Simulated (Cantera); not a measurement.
Input (Python, Cantera):

```python
import numpy as np
import cantera as ct

gas = ct.Solution("gri30.yaml", transport_model="mixture-averaged")
show = ['O', 'N2', 'OH']

rows = []
print(f"{'T/K':>7s}{'rho':>11s}{'cp':>10s}{'mu':>11s}{'lambda':>11s}{'Pr':>7s}" + "".join(f"{'D_' + s:>11s}" for s in show))
for T in [400, 500, 600, 700, 800, 900, 1000, 1100]:
    gas.TPX = T, 23, {'O2': 0.48, 'N2O': 0.75}
    Pr = gas.cp_mass * gas.viscosity / gas.thermal_conductivity
    D = [gas.mix_diff_coeffs_mole[gas.species_index(s)] for s in show]
    rows.append([gas.density, gas.cp_mass, gas.viscosity, gas.thermal_conductivity, Pr, *D])
    print(f"{T:7g}{gas.density:11.4e}{gas.cp_mass:10.1f}{gas.viscosity:11.4e}"
          f"{gas.thermal_conductivity:11.4e}{Pr:7.3f}" + "".join(f"{d:11.4e}" for d in D))
print("SI units: kg/m3, J/kg/K, Pa s, W/m/K, m2/s")
```

Result:

```
    T/K        rho        cp         mu     lambda     Pr        D_O       D_N2       D_OH
    400 2.7195e-04     961.1 2.1393e-05 2.8464e-02  0.722 2.0299e-01 1.2797e-01 1.9866e-01
    500 2.1756e-04    1020.0 2.5636e-05 3.6105e-02  0.724 2.9929e-01 1.8923e-01 2.9291e-01
    600 1.8130e-04    1070.0 2.9504e-05 4.3491e-02  0.726 4.0926e-01 2.5928e-01 4.0055e-01
    700 1.5540e-04    1112.4 3.3087e-05 5.0574e-02  0.728 5.3199e-01 3.3748e-01 5.2065e-01
    800 1.3598e-04    1148.2 3.6443e-05 5.7356e-02  0.730 6.6673e-01 4.2338e-01 6.5253e-01
    900 1.2087e-04    1178.0 3.9614e-05 6.3858e-02  0.731 8.1292e-01 5.1658e-01 7.9560e-01
   1000 1.0878e-04    1202.5 4.2631e-05 7.0106e-02  0.731 9.7007e-01 6.1677e-01 9.4941e-01
   1100 9.8892e-05    1220.6 4.5517e-05 7.6126e-02  0.730 1.1378e+00 7.2370e-01 1.1135e+00
SI units: kg/m3, J/kg/K, Pa s, W/m/K, m2/s
```

Computed with Cantera and GRI-Mech 3.0 (53 species, 325 reactions). The composition is frozen, though it would react at the higher temperatures.
